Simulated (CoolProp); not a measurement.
Dimethyl carbonate along the isotherm 597.8 K: density (kg/m³) from the reference equation and from simpler models built on Tc = 557.0 K, pc = 49.09 bar, ω = 0.346; each cubic takes its own stable root.

The numbers come from the reference Helmholtz-energy equation of state, Zhou 2011 in CoolProp.

| p (bar) | phase | reference |
|---|---|---|
| 24.5 | gas | 52.11 |
| 49.1 | supercritical | 134.1 |
| 73.6 | supercritical | 307.5 |
| 98.2 | supercritical | 477.1 |
| 123 | supercritical | 548.8 |
| 147 | supercritical | 590.0 |
| 172 | supercritical | 620.5 |
| 196 | supercritical | 643.2 |
| 221 | supercritical | 662.7 |
| 245 | supercritical | 678.5 |

Question: How far does each simpler model (ideal gas, van der Waals, Redlich-Kwong, Soave-Redlich-Kwong, Peng-Robinson) lie from the reference over these 10 states: mean and median of the absolute difference, and the worst?

Answer: 
- ideal gas: mean 45.1 %, median 47.3 %, worst -62.7 % at 597.8 K and 98.2 bar
- van der Waals: mean 17.1 %, median 22.5 %, worst -25.5 % at 597.8 K and 245 bar
- Redlich-Kwong: mean 6.7 %, median 7.9 %, worst -9.0 % at 597.8 K and 147 bar
- Soave-Redlich-Kwong: mean 9.5 %, median 10.7 %, worst -14.1 % at 597.8 K and 98.2 bar
- Peng-Robinson: mean 2.7 %, median 2.2 %, worst -6.8 % at 597.8 K and 98.2 bar
